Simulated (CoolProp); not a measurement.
Values from CoolProp's reference Helmholtz-energy equation of state, Gao 2016.

### Question
For sulfur dioxide, give the phase and the cv (kJ/(kg K)), Joule-Thomson coefficient (K/MPa) at 459.4 K and 0.101 MPa.

### Answer
- 459.4 K and 0.101 MPa: gas; cv 0.580, Joule-Thomson coefficient 10.5
